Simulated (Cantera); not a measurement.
A Cantera script and what it prints.

```python
import numpy as np
import cantera as ct

gas_names = """
    N2 CL2
""".split()
cond_names = """
    Li(L) LiCL(L)
""".split()


# ... load() reads the species with a 1 bar reference pressure and builds the phases ...
species = {s.name: s for s in load("nasa_gas.yaml", gas_names) + load("nasa_condensed.yaml", cond_names)}
T = 1250
g = {n: (s.thermo.h(T) - T * s.thermo.s(T)) / (ct.gas_constant * T * np.log(10)) for n, s in species.items()}
valid = cond_names  # the entries whose range holds T


def stable(la, lb):
    # potentials (over RT ln 10) of the two non-metals from log10 p(N2) and log10 p(CL2) in bar
    mu = {}
    mu["N"] = (g["N2"] + la) / 2
    mu["Cl"] = (g["CL2"] + lb) / 2
    cost = {}
    for n in valid:
        c = species[n].composition
        cost[n] = (g[n] - sum(c.get(e, 0) * m for e, m in mu.items())) / c["Li"]
    return min(cost, key=cost.get)


results = []
for lb in [1, -2.4, -5.9, -9.3, -12.8, -16.2, -19.7, -23.1, -26.6, -30]:
    row = [stable(la, lb) for la in [-17, -16, -15, -14, -13, -12, -11, -10, -9, -8, -7, -6, -5, -4, -3, -2, -1, 0]]
    results.append(row)
    print(f"{lb:6.1f}  " + " ".join(f"{valid.index(n):x}" for n in row))
print("key: " + ", ".join(f"{i:x} {n}" for i, n in enumerate(valid)))
```

Result:

```
   1.0  1 1 1 1 1 1 1 1 1 1 1 1 1 1 1 1 1 1
  -2.4  1 1 1 1 1 1 1 1 1 1 1 1 1 1 1 1 1 1
  -5.9  1 1 1 1 1 1 1 1 1 1 1 1 1 1 1 1 1 1
  -9.3  1 1 1 1 1 1 1 1 1 1 1 1 1 1 1 1 1 1
 -12.8  1 1 1 1 1 1 1 1 1 1 1 1 1 1 1 1 1 1
 -16.2  1 1 1 1 1 1 1 1 1 1 1 1 1 1 1 1 1 1
 -19.7  1 1 1 1 1 1 1 1 1 1 1 1 1 1 1 1 1 1
 -23.1  1 1 1 1 1 1 1 1 1 1 1 1 1 1 1 1 1 1
 -26.6  0 0 0 0 0 0 0 0 0 0 0 0 0 0 0 0 0 0
 -30.0  0 0 0 0 0 0 0 0 0 0 0 0 0 0 0 0 0 0
key: 0 Li(L), 1 LiCL(L)
```

Standard-state values (1 bar) from the NASA 1993 polynomials, evaluated with Cantera.
